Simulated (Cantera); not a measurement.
Input (Python, Cantera) and output of one run.

```python
import numpy as np
import cantera as ct

gas_names = """
    H HI HNO HNO2 HNO3 HO2 H2 H2O H2O2 I I2 Mg MgH MgI MgI2 MgN MgO MgOH MgO2H2 Mg2 N NH NH2 NH3 NH2OH
    NO NO2 NO3 N2 N2H2 N2H4 N2O O OH O2 O3
""".split()
cond_names = """
    H2O(s) H2O(L) I2(cr) I2(L) Mg(cr) Mg(L) MgI2(s) MgI2(L) MgO(s) MgO(L) MgO2H2(s)
""".split()


# ... load() reads the species with a 1 bar reference pressure and builds the phases ...
atoms = {
    'MgO': {'Mg': 1, 'O': 1},
    'HI': {'H': 1, 'I': 1},
    'N2': {'N': 2},
}
top_T = {}  # K; cautious upper limits of use, not melting points


# ... equilibrate(T, P, feed) seeds the gas with the atoms and calls Mixture.equilibrate('TP', solver="vcs", rtol=1e-11, max_steps=5000) ...
results = []
feed = {'MgO': 1, 'HI': 2.6, 'N2': 4.6}  # mol
T = 1000  # K
P = 45000  # Pa
mix = equilibrate(T, P, feed)
results.append((T, P, feed, dict(zip(mix.species_names, mix.species_moles))))
x = sorted(zip(gas.X, gas.species_names), reverse=True)
print(f"T = {T:g} K  P = {P:g} Pa  gas = {mix.phase_moles(0):.4g} mol")
print("   x: " + "  ".join(f"{s} {v:.3e}" for v, s in x if v > 0.001))
print("   condensed (mol): " + ("  ".join(f"{mix.phase(i).name} {mix.phase_moles(i):.4g}"
      for i in range(1, mix.n_phases) if mix.phase_moles(i) > 1e-12) or "none"))
```

Output:

```
T = 1000 K  P = 45000 Pa  gas = 7.262 mol
   x: N2 6.334e-01  HI 2.522e-01  H2 5.131e-02  I2 4.276e-02  I 1.711e-02  H2O 1.609e-03  MgI2 1.609e-03
   condensed (mol): MgO(s) 0.9883
```

Method: chemical equilibrium by Gibbs-energy minimisation in Cantera with the NASA 1993 tables (ideal gas, pure condensed phases).
